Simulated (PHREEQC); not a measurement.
Ca(OH)2 is added in steps, without added water, to 1 kg of water holding 0.016 mol HNO3, at 25 °C. O2 is buffered at 0.21 atm. The system is closed to CO2. Solids allowed: Portlandite. Others were left out.

Base run: PHREEQC, ion-association model, wateq4f.dat. Each further column changes one thing. The table gives CaOH+ (mol/kgw).

| Ca(OH)2 added (mol) | base | all activity coefficients set to 1 | Davies equation for every ion | metal-ligand complexes left out | Debye-Hückel limiting law |
|---|---|---|---|---|---|
| 0 | 0 | 0 | 0 | 0 | 0 |
| 0.001 | 0 | 1.18e-14 | 0 | 0 | 0 |
| 0.0025 | 2.86e-14 | 3.77e-14 | 2.88e-14 | 2.86e-14 | 2.74e-14 |
| 0.0035 | 4.87e-14 | 6.45e-14 | 4.90e-14 | 4.87e-14 | 4.65e-14 |
| 0.005 | 1.03e-13 | 1.38e-13 | 1.04e-13 | 1.03e-13 | 9.84e-14 |
| 0.006 | 1.85e-13 | 2.49e-13 | 1.87e-13 | 1.85e-13 | 1.76e-13 |
| 0.0075 | 9.18e-13 | 1.24e-12 | 9.26e-13 | 9.18e-13 | 8.68e-13 |
| 0.0085 | 7.13e-5 | 0.000122 | 7.06e-5 | 7.13e-5 | 6.21e-5 |
| 0.01 | 0.000314 | 0.000542 | 0.000310 | 0.000314 | 0.000269 |
| 0.011 | 0.000497 | 0.000863 | 0.000492 | 0.000497 | 0.000421 |
| 0.0125 | 0.000801 | 0.00140 | 0.000792 | 0.000801 | 0.000669 |
| 0.0135 | 0.00102 | 0.00179 | 0.00101 | 0.00102 | 0.000844 |
| 0.015 | 0.00137 | 0.00242 | 0.00136 | 0.00137 | 0.00112 |
| 0.016 | 0.00163 | 0.00286 | 0.00161 | 0.00163 | 0.00131 |
